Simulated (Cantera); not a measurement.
# Diamond growth

A diamond (100) surface in a fixed gas of H2 with x(CH4) = 0.0036, x(H) = 0.0014, x(CH3) = 1e-05, 82.5 Torr; coverages are run to steady state.

Cantera simulation using the Harris–Goodwin 1993 mechanism for the reconstructed diamond (100) surface; the numbers are that mechanism's predictions, not measurements.

```
T (K)  growth (µm/h)  θ c6HH  θ c6H*  θ c6*H   θ c6**    θ c6HM
-----  -------------  ------  ------  ------  -------  --------
925            0.390   0.664  0.0121   0.312  0.00528   0.00527
975            0.492   0.618  0.0160   0.352  0.00776   0.00411
1025           0.570   0.575  0.0204   0.389   0.0108   0.00307
1075           0.570   0.536  0.0251   0.421   0.0144   0.00205
1125           0.464   0.501  0.0300   0.449   0.0184   0.00113
1175           0.318   0.470  0.0351   0.471   0.0226  0.000503
1225           0.215   0.444  0.0401   0.489   0.0268  0.000198
1275           0.167   0.422  0.0451   0.502   0.0308   7.44e-5
1325           0.149   0.405  0.0498   0.511   0.0345   2.80e-5
1375           0.136   0.392  0.0544   0.516   0.0376   1.06e-5
```
θ: site fractions in the mechanism's names (c6HH fully hydrogenated, c6H* and c6*H radical sites, c6** diradical, c6HM methylated).
